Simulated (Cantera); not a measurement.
Charge: 1 mol Cu2O, 0.99 mol CO, 1.5 mol N2, at 2500 K and 10.0 Torr.

Cantera equilibrium calculation (NASA polynomials, part measured and part estimated; ideal gas, pure solids and liquids). Candidate condensed phases: C, Cu, CuO, Cu2O; 27 gas species. The numbers say what is thermodynamically allowed, not how fast it happens.

Base state: Cu 0.411, N2 0.306, CO 0.122, CO2 0.0815, O2 0.0452, O 0.0267, NO 0.00664, CuO 0.000727 (mole fractions); condensed: gas only.

**Question.** What changes in the equilibrium state with this change: temperature from 2500 K to 1023 K?

**Answer.** 
```
species         before    after
------------  --------  -------
N2               0.306    0.602
CO2             0.0815    0.398
CO               0.122  3.23e-6
Cu               0.411  2.88e-9
O               0.0267    <1e-9
O2              0.0452  1.95e-8
CuO           0.000727    <1e-9
NO             0.00664  1.07e-8
Cu2           0.000202    <1e-9
Cu(s), mol           0     1.98
Cu2O(s), mol         0   0.0100
```
Mutual solubility and eutectic melting of coexisting phases are not modelled.

**Question.** What changes in the equilibrium state with this change: CO from 0.99 to 14 mol?

**Answer.** 
| species | before | after |
|---|---|---|
| CO | 0.122 | 0.744 |
| Cu | 0.411 | 0.114 |
| N2 | 0.306 | 0.0852 |
| O2 | 0.0452 | 0.000511 |
| O | 0.0267 | 0.00284 |
| CO2 | 0.0815 | 0.0527 |
| CuO | 0.000727 | 2.14e-5 |
| NO | 0.00664 | 0.000373 |

**Question.** What changes in the equilibrium state with this change: temperature from 2500 K to 2373 K?

**Answer.** 
```
species    before     after
-------  --------  --------
Cu          0.411     0.420
N2          0.306     0.314
CO2        0.0815     0.116
CO          0.122    0.0929
O          0.0267    0.0127
O2         0.0452    0.0383
Cu2      0.000202  0.000352
NO        0.00664   0.00490
```
